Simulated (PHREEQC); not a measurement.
PHREEQC input (ion-association model, phreeqc.dat):

```
SOLUTION 1
  temp 25
  units mol/kgw
  pH 7 charge
  Cl 0.377
  Na 0.067
  K 0.31
END
SELECTED_OUTPUT 1
  -reset false
  -pH true
  -pe true
  -ionic_strength true
  -water true
  -totals Cl K Na Hdg
  -molalities H+ Na+ K+ Cl- OH- NaOH
  -saturation_indices Halite Sylvite
USER_PUNCH 1
  -headings p_Hdg(g) phi_Hdg(g) p_H2O(g) phi_H2O(g) density
  10 PUNCH PR_P("Hdg(g)"), PR_PHI("Hdg(g)"), PR_P("H2O(g)"), PR_PHI("H2O(g)"), RHO
PRINT
  -reset false
USE solution 1
REACTION_TEMPERATURE 1
  10
GAS_PHASE 1
  -fixed_pressure
  -pressure 30
  -temperature 10
  -volume 20
  Hdg(g) 30
  H2O(g) 0
END
# ... the last block is repeated for the other 8 points of T (°C)
```

Selected output (columns that matter, 9 of 9 rows; T (°C) added in front):

```
T (°C)	pH	mu	Cl	K	Na	Hdg	m_H+	si_Halite	si_Sylvite	p_Hdg(g)	phi_Hdg(g)	p_H2O(g)	phi_H2O(g)	density
10	7.2274	0.37708	0.37708	0.31007	0.067015	0.023562	7.6128e-08	-3.468	-2.1032	29.986	1.0079	0.014161	0.87565	1.0179
20	7.0438	0.37715	0.37715	0.31012	0.067026	0.021852	1.1656e-07	-3.4804	-2.1608	29.974	1.0081	0.02649	0.88505	1.016
30	6.8778	0.37726	0.37726	0.31021	0.067046	0.020696	1.7145e-07	-3.4929	-2.2155	29.953	1.0083	0.047376	0.89339	1.0132
40	6.7274	0.37743	0.37743	0.31035	0.067076	0.019959	2.4336e-07	-3.5055	-2.2676	29.919	1.0084	0.081364	0.90074	1.0096
50	6.5909	0.37769	0.37769	0.31057	0.067122	0.019548	3.3465e-07	-3.5181	-2.3173	29.865	1.0085	0.1347	0.90713	1.0053
60	6.467	0.37807	0.37807	0.31088	0.067191	0.0194	4.4726e-07	-3.5306	-2.3648	29.784	1.0085	0.21569	0.91255	1.0005
70	6.3544	0.37863	0.37863	0.31134	0.067289	0.019467	5.8263e-07	-3.543	-2.4101	29.665	1.0086	0.33506	0.91702	0.99506
80	6.252	0.37941	0.37941	0.31198	0.067428	0.019714	7.4153e-07	-3.5552	-2.4534	29.494	1.0086	0.5063	0.9205	0.98917
90	6.1591	0.38049	0.38049	0.31287	0.067619	0.020109	9.2399e-07	-3.567	-2.4947	29.254	1.0087	0.746	0.92297	0.98283
```

Constants without temperature data keep their 25 °C values here.
